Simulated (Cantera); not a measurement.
Input (Python, Cantera):

```python
import numpy as np
import cantera as ct

gas = ct.Solution("gri30.yaml")
gas.TPX = 750, 1000000, {'C3H8': 1, 'O2': 7.14, 'N2': 26.9}
inlet = ct.Reservoir(gas, clone=True)
gas.equilibrate("HP")  # start burning
reactor = ct.IdealGasConstPressureReactor(gas, energy="on", clone=False)
exhaust = ct.Reservoir(gas, clone=True)
tau = [0.043, 0.015, 0.0054, 0.0019, 0.00068, 0.00024, 8.5e-05, 3e-05, 1.1e-05, 3.8e-06][0]
for a, b in ((inlet, reactor), (reactor, exhaust)):
    ct.MassFlowController(a, b, mdot=lambda t: reactor.mass / tau)
net = ct.ReactorNet([reactor])
show = ['C3H8', 'O2', 'HO2', 'CO', 'CH4', 'C2H4', 'NO']

rows = []
print(f"{'tau/s':>10s}{'T/K':>9s}" + "".join(f"{s:>11s}" for s in show))
for tau in [0.043, 0.015, 0.0054, 0.0019, 0.00068, 0.00024, 8.5e-05, 3e-05, 1.1e-05, 3.8e-06]:
    net.initial_time = 0.0
    net.advance(30 * tau)
    before = gas.X
    net.advance(40 * tau)
    drift = np.max(np.abs(gas.X - before) / (gas.X + 1e-9))
    rows.append([gas.T, *gas[show].X, drift])
    print(f"{tau:10.3e}{gas.T:9.1f}" + "".join(f"{x:11.3e}" for x in gas[show].X))
```

It prints:

```
     tau/s      T/K       C3H8         O2        HO2         CO        CH4       C2H4         NO
 4.300e-02   2222.5  7.462e-08  5.788e-02  4.575e-06  8.207e-04  6.675e-08  3.531e-07  2.457e-03
 1.500e-02   2223.8  2.081e-07  5.852e-02  4.766e-06  9.246e-04  1.778e-07  9.679e-07  1.245e-03
 5.400e-03   2222.3  5.541e-07  5.893e-02  5.124e-06  1.171e-03  4.301e-07  2.488e-06  5.981e-04
 1.900e-03   2215.8  1.447e-06  5.931e-02  6.024e-06  1.768e-03  9.261e-07  6.053e-06  2.989e-04
 6.800e-04   2201.4  3.496e-06  5.988e-02  8.221e-06  3.020e-03  1.691e-06  1.310e-05  1.711e-04
 2.400e-04   2174.1  8.078e-06  6.098e-02  1.334e-05  5.449e-03  2.967e-06  2.631e-05  1.043e-04
 8.500e-05   2127.4  1.841e-05  6.316e-02  2.443e-05  9.789e-03  5.967e-06  5.135e-05  6.191e-05
 3.000e-05   2048.6  4.598e-05  6.767e-02  4.967e-05  1.761e-02  1.704e-05  1.105e-04  3.277e-05
 1.100e-05   1881.0  1.914e-04  8.066e-02  1.423e-04  3.483e-02  1.261e-04  4.542e-04  8.776e-06
 3.800e-06    750.0  2.854e-02  2.038e-01  1.448e-13  3.461e-17  3.140e-17  7.414e-15  5.182e-21
```

Cantera simulation using GRI-Mech 3.0 (53 species, 325 reactions); the numbers are that mechanism's predictions, not measurements. GRI-Mech 3.0 was tuned for natural gas; its chemistry of propane as a main component is partial and can be far from experiment.
